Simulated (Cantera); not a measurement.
**Equilibrium for metals in furnace atmospheres: Pb + O2 + CO**

Feed: 1 mol Pb, 1.1 mol O2, 20 mol CO, held at 0.133 bar.

Equilibrium computed with Cantera from the NASA thermochemical tables; the gas is ideal and each condensed phase is pure. Candidate condensed phases: C, Pb, PbO, PbO2, Pb3O4; 15 gas species. Kinetics and transport are ignored.

```csv
T (°C),x CO2,x CO,x Pb,x PbO,x Pb2,x O,x O2,n C(graphite),n Pb(l)
477,0.890,0.110,7.11e-8,<1e-12,<1e-12,<1e-12,<1e-12,8.26,1.000
577,0.559,0.441,2.39e-6,<1e-12,<1e-12,<1e-12,<1e-12,5.76,1.000
677,0.158,0.842,3.77e-5,5.07e-12,5.40e-11,<1e-12,<1e-12,0.831,0.999
777,0.110,0.890,0.000349,2.04e-10,2.24e-9,<1e-12,<1e-12,0,0.993
877,0.110,0.888,0.00217,6.03e-9,4.75e-8,<1e-12,<1e-12,0,0.956
977,0.109,0.881,0.0100,1.03e-7,6.09e-7,<1e-12,<1e-12,0,0.797
1077,0.106,0.857,0.0367,1.13e-6,5.29e-6,<1e-12,<1e-12,0,0.238
1177,0.105,0.848,0.0476,3.80e-6,6.11e-6,4.20e-12,<1e-12,0,0
1277,0.105,0.848,0.0476,8.66e-6,4.40e-6,7.33e-11,1.17e-11,0,0
1377,0.105,0.848,0.0476,1.78e-5,3.29e-6,9.05e-10,1.63e-10,0,0
1477,0.105,0.848,0.0476,3.35e-5,2.53e-6,8.37e-9,1.67e-9,0,0
1577,0.105,0.848,0.0476,5.88e-5,2.00e-6,6.08e-8,1.33e-8,0,0
```
x: gas mole fraction; n: condensed amount in mol.

From 477 °C to 677 °C the condensed part is C(graphite) + Pb(l). From 777 °C to 1077 °C the condensed part is Pb(l). From 1177 °C to 1577 °C nothing is condensed. The main Pb-bearing gas is Pb throughout.
